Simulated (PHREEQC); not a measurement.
## Ultrapure water in contact with air or piping (model solution)

A made-up water analysis in mg/L, 25 °C, pH 6.52, pe 9.4: Na 0.0059; K 0.000175; Ca 0.0337; Mg 0.0114; Cl 0.0246; S(6) as SO4 0.0179; Alkalinity as HCO3 0.135; B 2.1e-05; Zn 0.00172.

Valence states are taken as typed.

Computed with PHREEQC (ion-association model, phreeqc.dat).

```yaml
ionic_strength: 4.93e-6 mol/kgw
charge_balance_error: -5.1 %
```

```
species  molality  activity   log γ
-------  --------  --------  ------
HCO3-     2.48e-6   2.47e-6  -0.001
CO2       1.68e-6   1.68e-6   0.000
Ca+2      8.41e-7   8.32e-7  -0.005
Cl-       6.94e-7   6.92e-7  -0.001
Mg+2      4.69e-7   4.64e-7  -0.005
H+        3.03e-7   3.02e-7  -0.001
Na+       2.57e-7   2.56e-7  -0.001
SO4-2     1.86e-7   1.84e-7  -0.005
```

This is a speciation only: nothing precipitates in the calculation. Species that the database lacks are ignored.
